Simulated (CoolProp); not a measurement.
Vapour-liquid equilibrium of isohexane (1) + n-heptane (2) at 109.95 °C; x and y are mole fractions of (1).

The numbers come from the multi-fluid Helmholtz-energy mixture model, Lemmon 2006 and Span 2003; pair parameters Bell 2016 in CoolProp.

```tsv
x	bubble pressure, mixture model (MPa)	bubble pressure, Raoult's law (MPa)	y, mixture model	y, Raoult's law
0.05	0.1527	0.1532	(withheld)	0.128
0.2	(withheld)	0.1908	(withheld)	0.410
0.35	0.2247	0.2284	0.574	0.600
0.5	(withheld)	0.2660	(withheld)	0.736
0.65	0.2992	0.3036	(withheld)	0.838
0.8	0.3380	0.3412	0.908	0.918
0.95	0.3779	0.3789	(withheld)	0.981
```

### Question
Complete the blanks.

### Answer

- 0.05, y, mixture model: 0.119
- 0.2, bubble pressure, mixture model (MPa): 0.1886
- 0.2, y, mixture model: 0.388
- 0.5, bubble pressure, mixture model (MPa): 0.2615
- 0.5, y, mixture model: 0.713
- 0.65, y, mixture model: 0.821
- 0.95, y, mixture model: 0.979

The largest gap from Raoult's law is -1.7 % in bubble pressure, at x = 0.5. No azeotrope shows between x = 0.05 and 0.95.

Pair parameters are fitted to limited data, so mixtures are less certain than the pure fluids.
